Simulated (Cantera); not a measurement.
Feed: 1 mol BN, 61 mol H₂, 59 mol N₂, 2.1 mol Cl₂.

Cantera equilibrium calculation (NASA polynomials, part measured and part estimated; ideal gas, pure solids and liquids). Candidate condensed phases: B, BN, NH₄Cl; 21 gas species. The tables' values for BCl₂ are old estimates. Kinetics and transport are ignored.

Problem. What condenses at these points (T in K, P in Pa): (1998, 100); (1198, 32000); (1598, 32000); (1598, 10); (898, 100)?

Solution. 
```
T (K)  P in Pa  condensed phases  B condensed (%)
-----  -------  ----------------  ---------------
1998       100          gas only              0.0
1198     32000                BN            100.0
1598     32000                BN            100.0
1598        10                BN             98.4
898        100                BN            100.0
```
